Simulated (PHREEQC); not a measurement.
Consider water at 25 °C with 0.29 mol NH3, 0.0032 mol H3BO3 and 0.0088 mol (CH3)4NCl per kg of water. Closed to the air; pH follows from the charge balance.

The numbers come from PHREEQC with the ion-association model, wateq4f.dat.

| quantity | before | after |
|---|---|---|
| pH | 11.09 | 10.15 |
| ionic strength (mol/kgw) | 0.0134 | 0.0133 |
| H2BO3- (mol/kgw) | 0.00316 | 0.00301 |
| H3BO3 (mol/kgw) | 3.91e-5 | 0.000185 |

Task: Name the change that produced these shifts.
A) temperature from 25 to 55 °C
B) H3BO3 replaced by NaBF4 at the same molality
C) diluted 2-fold with water
D) NH3 left out
E) temperature from 25 to 60 °C

Result: E, temperature from 25 to 60 °C

No solid was allowed to form. (CH3)4N+ isn't in the database: it is added as a free cation with an ion size of 4 Å. Constants without temperature data keep their 25 °C values here.
